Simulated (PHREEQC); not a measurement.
**Hard or scaling water: an equilibrium model**

Dissolve 0.00097 mol CaCl2, 8e-06 mol CO2 and 0.0083 mol NaCl per kg of water at 25 °C. Closed to the air; pH follows from the charge balance.

Equilibrium calculation in PHREEQC: ion-association model, wateq4f.dat.

This is a speciation only: nothing precipitates in the calculation.

Question: What pH does the model give?

Answer: pH 5.78.

Question: In which forms is C present?

Answer: CO2 77 %, HCO3- 23 % of the C.
